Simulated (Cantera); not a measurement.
Hydrocarbon pyrolysis for carbon deposition

An isothermal, constant-pressure homogeneous reactor starts with C₂H₆ : N₂ = 1 : 7.3 (molar parts), at 1150 K and 1.01 bar.

Model: GRI-Mech 3.0 (53 species, 325 reactions), integrated in Cantera. GRI-Mech 3.0 stops at C3 and has no aromatics, soot or wall deposition, so with more carbon than oxygen in the feed, carbon stays in small species such as C2H2 where larger ones or solid carbon would form.

| t (s) | x C₂H₆ | x HCN | x C₂H | x C₂H₂ | x C₂H₄ |
|---|---|---|---|---|---|
| 8.00e-5 | 0.120 | <1e-12 | <1e-12 | 5.98e-12 | 3.41e-6 |
| 0.000259 | 0.120 | <1e-12 | <1e-12 | 2.21e-9 | 6.58e-5 |
| 0.000837 | 0.120 | <1e-12 | <1e-12 | 3.11e-7 | 0.000749 |
| 0.00270 | 0.115 | <1e-12 | <1e-12 | 1.07e-5 | 0.00435 |
| 0.00875 | 0.102 | <1e-12 | <1e-12 | 0.000125 | 0.0157 |
| 0.0283 | 0.0672 | 1.19e-12 | 1.51e-12 | 0.000876 | 0.0445 |
| 0.0915 | 0.0190 | 1.37e-12 | 3.50e-12 | 0.00394 | 0.0820 |
| 0.296 | 0.00344 | 1.48e-12 | 4.19e-12 | 0.00972 | 0.0880 |
| 0.956 | 0.00233 | 1.63e-12 | 5.89e-12 | 0.0173 | 0.0789 |
| 3.09 | 0.00197 | 1.98e-12 | 6.63e-12 | 0.0232 | 0.0688 |
| 10.0 | 0.00154 | 2.71e-12 | 5.37e-12 | 0.0245 | 0.0612 |
x: mole fraction; the columns are a selection and need not sum to one.

Equilibrium at this temperature and pressure: C₂H₆ 0.000184, HCN 0.0387, C₂H <1e-12, C₂H₂ 0.0175, C₂H₄ 0.0176 (gas phase only).
